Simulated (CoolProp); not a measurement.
Values from CoolProp's reference Helmholtz-energy equation of state, Lemmon 2006. It is a short technical equation, of lower accuracy than the large ones.

Task: For neopentane, give the phase and the Z, cp (kJ/(kg K)), cv (kJ/(kg K)), isothermal compressibility (1/MPa) at 311.4 K and 305 kPa.

Result: 
- 311.4 K and 305 kPa: liquid; Z 0.0149, cp 2.39, cv 1.78, isothermal compressibility 0.00382
